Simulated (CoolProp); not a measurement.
Properties of ethanol along the isobar 34 MPa.

Values from CoolProp's reference Helmholtz-energy equation of state, Schroeder 2014.

```json
[
 {"T (°C)": "-76.05", "phase": "liquid", "Z": "1.076", "isothermal compressibility (1/MPa)": "0.0005013", "expansivity (1/kK)": "0.9419", "conductivity (mW/(m K))": "212"},
 {"T (°C)": "-55.05", "phase": "liquid", "Z": "0.9911", "isothermal compressibility (1/MPa)": "0.0005541", "expansivity (1/kK)": "0.9083", "conductivity (mW/(m K))": "202"},
 {"T (°C)": "-34.15", "phase": "liquid", "Z": "0.9216", "isothermal compressibility (1/MPa)": "…", "expansivity (1/kK)": "0.8916", "conductivity (mW/(m K))": "194"},
 {"T (°C)": "-13.25", "phase": "liquid", "Z": "…", "isothermal compressibility (1/MPa)": "…", "expansivity (1/kK)": "0.8863", "conductivity (mW/(m K))": "188"},
 {"T (°C)": "7.65", "phase": "liquid", "Z": "0.8141", "isothermal compressibility (1/MPa)": "0.0007560", "expansivity (1/kK)": "0.8919", "conductivity (mW/(m K))": "…"},
 {"T (°C)": "28.65", "phase": "liquid", "Z": "0.7719", "isothermal compressibility (1/MPa)": "0.0008379", "expansivity (1/kK)": "0.9106", "conductivity (mW/(m K))": "179"},
 {"T (°C)": "49.55", "phase": "liquid", "Z": "0.7360", "isothermal compressibility (1/MPa)": "0.0009302", "expansivity (1/kK)": "0.9451", "conductivity (mW/(m K))": "176"},
 {"T (°C)": "70.45", "phase": "liquid", "Z": "0.7054", "isothermal compressibility (1/MPa)": "0.001038", "expansivity (1/kK)": "0.9985", "conductivity (mW/(m K))": "172"},
 {"T (°C)": "91.35", "phase": "liquid", "Z": "…", "isothermal compressibility (1/MPa)": "0.001169", "expansivity (1/kK)": "…", "conductivity (mW/(m K))": "170"},
 {"T (°C)": "112.35", "phase": "liquid", "Z": "0.6578", "isothermal compressibility (1/MPa)": "0.001333", "expansivity (1/kK)": "1.175", "conductivity (mW/(m K))": "167"},
 {"T (°C)": "133.25", "phase": "liquid", "Z": "0.6403", "isothermal compressibility (1/MPa)": "…", "expansivity (1/kK)": "…", "conductivity (mW/(m K))": "164"},
 {"T (°C)": "154.15", "phase": "liquid", "Z": "0.6269", "isothermal compressibility (1/MPa)": "0.001819", "expansivity (1/kK)": "1.465", "conductivity (mW/(m K))": "161"},
 {"T (°C)": "175.15", "phase": "liquid", "Z": "0.6173", "isothermal compressibility (1/MPa)": "0.002175", "expansivity (1/kK)": "1.640", "conductivity (mW/(m K))": "158"},
 {"T (°C)": "196.05", "phase": "liquid", "Z": "0.6115", "isothermal compressibility (1/MPa)": "0.002623", "expansivity (1/kK)": "1.816", "conductivity (mW/(m K))": "155"},
 {"T (°C)": "216.95", "phase": "liquid", "Z": "0.6092", "isothermal compressibility (1/MPa)": "0.003181", "expansivity (1/kK)": "1.993", "conductivity (mW/(m K))": "152"},
 {"T (°C)": "237.85", "phase": "liquid", "Z": "0.6103", "isothermal compressibility (1/MPa)": "0.003902", "expansivity (1/kK)": "2.193", "conductivity (mW/(m K))": "150"}
]
```

What belongs in the gaps?


- -34.15, isothermal compressibility (1/MPa): 0.0006150
- -13.25, Z: 0.8634
- -13.25, isothermal compressibility (1/MPa): 0.0006823
- 7.65, conductivity (mW/(m K)): 183
- 91.35, Z: 0.6795
- 91.35, expansivity (1/kK): 1.074
- 133.25, isothermal compressibility (1/MPa): 0.001544
- 133.25, expansivity (1/kK): 1.306

Thermal conductivity comes from a separate model (Assael 2013).
